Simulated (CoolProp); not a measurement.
Properties of sulfur dioxide along the isobar 0.315 MPa (Tc = 157.5 °C, pc = 7.887 MPa, ω = 0.256).

Model: reference Helmholtz-energy equation of state, Gao 2016, in CoolProp.

| T (°C) | phase | density (kg/m³) | isothermal compressibility (1/MPa) | expansivity (1/kK) | fugacity coefficient |
|---|---|---|---|---|---|
| -61.25 | liquid | 1592 | 0.0006486 | 1.579 | 0.01673 |
| -36.05 | liquid | 1529 | 0.0008199 | 1.660 | 0.08590 |
| -10.95 | liquid | 1464 | 0.001061 | 1.785 | 0.3017 |
| 14.25 | liquid | 1397 | 0.001423 | 1.977 | 0.8127 |
| 39.35 | gas | 8.135 | 3.332 | 3.797 | 0.9567 |
| 64.55 | gas | 7.437 | 3.289 | 3.349 | 0.9674 |
| 89.65 | gas | 6.867 | 3.261 | 3.022 | 0.9748 |
| 114.85 | gas | 6.385 | 3.241 | 2.767 | 0.9801 |
| 140.05 | gas | 5.971 | 3.227 | 2.561 | 0.9840 |
